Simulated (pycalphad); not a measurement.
Source of the numbers: pycalphad with the COST 507 light-alloy database (1999); pressure 1 atm. The database dates from 1999; later assessments differ in places, in temperatures and in the compounds included. Diffusion is slow at the low end, where real alloys seldom reach equilibrium.

Si-19.6Cu (at.%): equilibrium cooling sequence

```json
[
 {"T (K)": "1567.9", "phases above": "liquid", "phases below": "diamond (Si) + liquid"},
 {"T (K)": "1073.7", "phases above": "diamond (Si) + liquid", "phases below": "CU19SI6_ETA + diamond (Si)"}
]
```

Changes were sought between steps of 75 K, so a narrower field can be missed.

Database names, with the compositions (at.%) that they take in these runs: CU19SI6_ETA: Cu 76 Si 24.
